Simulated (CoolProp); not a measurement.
Saturation properties of octamethyltrisiloxane (MDM) (Tc = 565.4 K, pc = 1438 kPa, ω = 0.528).

Computed with CoolProp (reference Helmholtz-energy equation of state, Thol 2017).

```csv
T (K),p (kPa),liquid density (kg/m³),vapour density (kg/m³)
326.5,2.607,786.4,0.2282
344.8,6.310,767.3,0.5256
363.1,13.63,747.8,1.086
381.4,26.77,727.6,2.055
399.7,48.60,706.6,3.617
418,82.61,684.7,6.008
436.3,132.8,[?],9.521
454.6,203.8,636.8,14.54
472.8,300.0,610.1,21.56
491.1,428.0,580.5,31.44
509.4,[?],546.6,45.53
527.7,[?],505.9,[?]
546,1072,450.8,102.6
```

Task: Complete the blanks.

Result: 
- 436.3, liquid density (kg/m³): 661.5
- 509.4, p (kPa): 593.8
- 527.7, p (kPa): 805.0
- 527.7, vapour density (kg/m³): 66.63

It boils at 425.6 K under 1 atm.
